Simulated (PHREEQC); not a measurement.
Dissolve 2.5 mol MgCl2, 0.015 mol K2SO4 and 0.00057 mol H4SiO4 per kg of water at 20 °C. Closed to the air; pH follows from the charge balance.

Computed with PHREEQC (Pitzer model, pitzer.dat).

| quantity | before | after |
|---|---|---|
| pH | 4.89 | 4.50 |
| MgOH+ (mol/kgw) | 1.13e-6 | 5.32e-6 |
| HSO4- (mol/kgw) | 5.28e-8 | 3.44e-7 |
| SI of Epsomite (MgSO4:7H2O) | -1.73 | -2.43 |
| SI of Sylvite (KCl) | -1.78 | -2.17 |

Q: Which change was made?
(A) temperature from 20 to 45 °C
(B) temperature from 20 to 40 °C
(C) temperature from 20 to 60 °C
(D) temperature from 20 to 10 °C
(E) temperature from 20 to 25 °C

A: C, temperature from 20 to 60 °C

Precipitation was switched off in this run. Some of these states are supersaturated (in SiO2(a), for instance). In brines, pH and single-ion activities rest on the MacInnes convention. Constants without temperature data keep their 25 °C values here.
